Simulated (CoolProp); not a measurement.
Vapour-liquid equilibrium of carbon dioxide (1) + R227EA (2) at 565 kPa; x and y are mole fractions of (1).

Values from CoolProp's multi-fluid Helmholtz-energy mixture model, Span 1996 and Lemmon 2016; pair parameters Bell 2016.

```tsv
x	bubble temperature, mixture model (K)	bubble temperature, Raoult's law (K)	y, mixture model	y, Raoult's law
0.05	292.9	287.9	0.316	0.448
0.125	276.5	270.8	0.621	0.723
0.2	263.9	259.4	0.779	0.840
0.275	254.4	251.1	0.862	0.899
0.35	247.2	244.7	0.909	0.933
0.425	241.5	239.7	0.937	0.954
0.5	236.9	235.5	0.956	0.968
0.575	233.1	231.9	0.969	0.977
0.65	229.8	228.9	0.978	0.984
0.725	227.0	226.2	0.985	0.989
0.8	224.4	223.8	0.990	0.993
0.875	222.1	221.7	0.995	0.996
0.95	219.9	219.8	0.998	0.999
```

The largest gap from Raoult's law is +5.7 K in bubble temperature, at x = 0.125. No azeotrope shows between x = 0.05 and 0.95.

Pair parameters are fitted to limited data, so mixtures are less certain than the pure fluids.
